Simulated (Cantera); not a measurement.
A diamond (100) surface in a fixed gas of H2 with x(CH4) = 0.014, x(CH3) = 2e-05, at 1423 K, 65.3 Torr; coverages are run to steady state.

Detailed kinetics in Cantera: the Harris–Goodwin 1993 mechanism for the reconstructed diamond (100) surface.

θ: site fractions in the mechanism's names (c6HH fully hydrogenated, c6H* and c6*H radical sites, c6** diradical, c6HM methylated).

| x(H) | growth (µm/h) | θ c6HH | θ c6H* | θ c6*H | θ c6** |
|---|---|---|---|---|---|
| 0.0001 | (withheld) | 0.722 | 0.0279 | 0.247 | 0.00298 |
| 0.00023 | (withheld) | 0.584 | 0.0412 | 0.365 | 0.00904 |
| 0.00054 | (withheld) | 0.465 | 0.0521 | 0.462 | 0.0214 |
| 0.0013 | (withheld) | 0.387 | 0.0583 | 0.516 | 0.0387 |
| 0.0029 | (withheld) | 0.348 | 0.0607 | 0.538 | 0.0532 |
| 0.0069 | (withheld) | 0.328 | 0.0618 | 0.546 | 0.0636 |
| 0.016 | (withheld) | 0.319 | 0.0623 | 0.549 | 0.0691 |
| 0.037 | (withheld) | 0.315 | 0.0628 | 0.550 | 0.0718 |
| 0.087 | (withheld) | 0.313 | 0.0637 | 0.550 | 0.0733 |

### Question
Complete the blanks.

### Answer

- 0.0001, growth (µm/h): 0.00154
- 0.00023, growth (µm/h): 0.00988
- 0.00054, growth (µm/h): 0.0459
- 0.0013, growth (µm/h): 0.143
- 0.0029, growth (µm/h): 0.279
- 0.0069, growth (µm/h): 0.434
- 0.016, growth (µm/h): 0.589
- 0.037, growth (µm/h): 0.802
- 0.087, growth (µm/h): 1.16
